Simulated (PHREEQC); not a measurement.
Model water analysis in mg/L, 25 °C, pH 6.78, pe 11.1:

```tsv
constituent	mg/L
Na	1.61
K	3.71
Ca	1.6
Mg	0.183
Cl	1.16
S(6) as SO4	5.14
Alkalinity as HCO3	7.48
Pb	0.54
Ba	0.0513
Br	0.299
```

Valence states are taken as typed.

Equilibrium calculation in PHREEQC: ion-association model, wateq4f.dat.

This is a speciation only: nothing precipitates in the calculation.

Question: Order these Pb species by the share of Pb that they hold, largest first: PbHCO3+, Pb+2, PbSO4, PbOH+, PbCO3.

Answer: Pb+2 (57 %), PbCO3 (30 %), PbOH+ (6.3 %), PbHCO3+ (5.0 %), PbSO4 (1.4 %)

The pH is 6.78 and the ionic strength 0.000365 mol/kgw.
